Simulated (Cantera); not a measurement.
Ca(OH)2 + CO2 + C (calcination and drying)

Feed: 1 mol Ca(OH)2, 0.014 mol CO2, 0.32 mol C, at 0.133 bar.

Cantera equilibrium calculation (NASA polynomials, part measured and part estimated; ideal gas, pure solids and liquids). Candidate condensed phases: C, C6H6, C7H8, C8H18, Ca, CaCO3, CaO, Ca(OH)2, H2O; 115 gas species. The numbers say what is thermodynamically allowed, not how fast it happens.

From 900 K to 950 K the condensed part is CaCO3(calcite) + CaO(s). From 1000 K to 1450 K the condensed part is CaO(s).

| T (K) | x H2 | x H2O | x CO | x CO2 | x CH4 | x H | n CaCO3(calcite) | n CaO(s) |
|---|---|---|---|---|---|---|---|---|
| 900 | 0.566 | 0.364 | 0.0282 | 0.0417 | 0.000190 | 2.41e-10 | 0.259 | 0.741 |
| 950 | 0.408 | 0.366 | 0.0869 | 0.140 | 4.49e-5 | 9.73e-10 | 0.0413 | 0.959 |
| 1000 | 0.376 | 0.373 | 0.103 | 0.147 | 9.90e-6 | 3.81e-9 | 0 | 1.00 |
| 1050 | 0.367 | 0.382 | 0.112 | 0.138 | 2.69e-6 | 1.35e-8 | 0 | 1.00 |
| 1100 | 0.359 | 0.391 | 0.121 | 0.130 | 8.16e-7 | 4.24e-8 | 0 | 1.00 |
| 1150 | 0.352 | 0.398 | 0.128 | 0.122 | 2.73e-7 | 1.21e-7 | 0 | 1.00 |
| 1200 | 0.345 | 0.405 | 0.135 | 0.115 | 9.96e-8 | 3.17e-7 | 0 | 1.00 |
| 1250 | 0.339 | 0.411 | 0.141 | 0.109 | 3.93e-8 | 7.70e-7 | 0 | 1.00 |
| 1300 | 0.333 | 0.416 | 0.147 | 0.104 | 1.66e-8 | 1.75e-6 | 0 | 1.00 |
| 1350 | 0.328 | 0.421 | 0.151 | 0.0989 | 7.47e-9 | 3.74e-6 | 0 | 1.00 |
| 1400 | 0.324 | 0.426 | 0.156 | 0.0944 | 3.56e-9 | 7.58e-6 | 0 | 1.00 |
| 1450 | 0.320 | 0.430 | 0.160 | 0.0904 | 1.78e-9 | 1.46e-5 | 0 | 1.00 |
x: gas mole fraction; n: condensed amount in mol.
